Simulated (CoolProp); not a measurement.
Model: reference Helmholtz-energy equation of state, Setzmann 1991, in CoolProp.

Question: For methane, give the phase and the cv (kJ/(kg K)), viscosity (µPa s), Prandtl number at -163.45 °C and 24.3 MPa; 179.35 °C and 7.41 MPa; 15.15 °C and 0.531 MPa.

Answer: 
- -163.45 °C and 24.3 MPa: liquid; cv 2.13, viscosity 156, Prandtl number 2.45
- 179.35 °C and 7.41 MPa: supercritical; cv 2.22, viscosity 16.7, Prandtl number 0.762
- 15.15 °C and 0.531 MPa: gas; cv 1.69, viscosity 10.9, Prandtl number 0.740

Viscosity comes from a separate model (Quiñones-Cisneros 2006). Thermal conductivity comes from a separate model (Friend 1989).
